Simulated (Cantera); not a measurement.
Equilibrium for silicon nitride deposition: SiF4 + N2

Charge: 1 mol SiF4, 31 mol N2, equilibrated at 1302 °C and 0.0120 bar.

Method: chemical equilibrium by Gibbs-energy minimisation in Cantera with the NASA 1993 tables (ideal gas, pure condensed phases). Candidate condensed phases: Si, Si3N4; 16 gas species. Kinetics and transport are ignored.

| Item | Result |
|---|---|
| x(N2) | 0.969 |
| x(SiF4) | 0.0312 |
| x(F) | 2.04e-6 |
| x(SiF3) | 2.04e-6 |
| gas amount | 32.00 mol |
| log10 activity of Si(s) (absent) | -16.74 |
